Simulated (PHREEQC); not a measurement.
# Nickel, zinc or cadmium bath: an equilibrium model

Dissolve 87 mmol/kgw NiCl2, 0.046 mmol/kgw Na2SO4 and 0.065 mmol/kgw FeSO4 at 68 °C. Closed to the air; pH follows from the charge balance.

The numbers come from PHREEQC with the ion-association model, wateq4f.dat.

No solid was allowed to form.

Q: What pH, ionic strength does the model give?

A: pH 5.18; ionic strength 0.239 mol/kgw.

Q: In which forms is Cl present?

A: Cl- 93 %, NiCl+ 4.5 %, NiCl2 2.5 % of the Cl.

Away from 25 °C the constants follow the database's enthalpies or fits; those with neither stay at their 25 °C values.
